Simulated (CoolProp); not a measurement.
Model: reference Helmholtz-energy equation of state, Schroeder 2014, in CoolProp.

Task: For ethanol, give the phase and the Z, cp (kJ/(kg K)), cv (kJ/(kg K)), isothermal compressibility (1/MPa) at 183 K and 0.968 MPa.

Result: 
- 183 K and 0.968 MPa: liquid; Z 0.0331, cp 1.93, cv 1.51, isothermal compressibility 0.000560
